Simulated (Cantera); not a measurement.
## Thermodynamics of halide evaporation, hydrolysis and transport, feed BaF2 + O2 + N2

A closed system holds: 1 mol BaF2, 0.32 mol O2, 250 mol N2, at 1375 °C and 7900 Pa.

These are equilibrium values from Cantera (NASA tables, ideal gas, pure condensed phases), not measurements of a reactor. Candidate condensed phases: Ba, BaF2, BaO; 20 gas species. Kinetics and transport are ignored.

The x(N2) comes out as 0.995 and the x(BaF2) is 0.00398. The x(O2) is 0.00117 and the x(NO) is 0.000199. The x(O) is 3.08e-6. The gas amount comes out as 251.3 mol. The log10 activity of Ba(l) (absent) is -13.01.
